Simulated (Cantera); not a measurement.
Charge: 1 mol Si2Cl6, 4.8 mol NH3, at 427 °C and 170 Pa.

These are equilibrium values from Cantera (NASA tables, ideal gas, pure condensed phases), not measurements of a reactor. Candidate condensed phases: NH4Cl, Si, Si3N4; 28 gas species. The feed counts by its element totals alone. The numbers say what is thermodynamically allowed, not how fast it happens.

Base state: H2 0.480, HCl 0.340, N2 0.130, SiCl4 0.0503, SiHCl3 1.45e-5 (mole fractions); condensed: Si3N4(s).

**Question.** What changes in the equilibrium state with this change: temperature from 427 °C to 877 °C?

**Answer.** 
| species | before | after |
|---|---|---|
| HCl | 0.340 | 0.445 |
| H2 | 0.480 | 0.420 |
| N2 | 0.130 | 0.111 |
| SiCl4 | 0.0503 | 0.0208 |
| SiCl2 | <1e-9 | 0.00100 |
| SiCl3 | 3.49e-8 | 0.00138 |
| SiHCl3 | 1.45e-5 | 0.000397 |
| Si3N4(s), mol | 0.481 | 0.579 |
The tables' values for SiCl3 are old estimates; treat these amounts as uncertain.

**Question.** What changes in the equilibrium state with this change: Si2Cl6 replaced by SiHCl3?

**Answer.** 
```json
[
 {"species": "H2", "before": "0.480", "after": "0.584"},
 {"species": "HCl", "before": "0.340", "after": "0.244"},
 {"species": "N2", "before": "0.130", "after": "0.164"},
 {"species": "SiCl4", "before": "0.0503", "after": "0.00770"},
 {"species": "SiHCl3", "before": "1.45e-5", "after": "3.76e-6"},
 {"species": "Si3N4(s), mol", "before": "0.481", "after": "0.305"}
]
```

**Question.** What changes in the equilibrium state with this change: Si2Cl6 replaced by SiCl4?

**Answer.** 
```csv
species,before,after
H2,0.480,0.517
HCl,0.340,0.291
N2,0.130,0.172
SiCl4,0.0503,0.0192
SiHCl3,1.45e-5,6.97e-6
"Si3N4(s), mol",0.481,0.264
```
